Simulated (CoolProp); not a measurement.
Vapour-liquid equilibrium of CH3F (R41) (1) + chloromethane (R40) (2) at 260.7 K; x and y are mole fractions of (1).

Values from CoolProp's multi-fluid Helmholtz-energy mixture model, Lemmon 2006 and Thol 2014; pair parameters Bell 2016.

Task: Give the bubble pressure and the first vapour's composition at x = 0.05, 0.35, 0.75. Is there an azeotrope?

Result: x = 0.05: 0.2297 MPa, y = 0.311; x = 0.35: 0.6216 MPa, y = 0.802; x = 0.75: 1.105 MPa, y = 0.943. No azeotrope shows between x = 0.05 and 0.95.

The pair parameters rest on a limited set of measurements; away from them the model extrapolates. The gap from Raoult's law changes sign with composition, which may be real or a fault of the pair parameters; it wasn't checked against measurements.
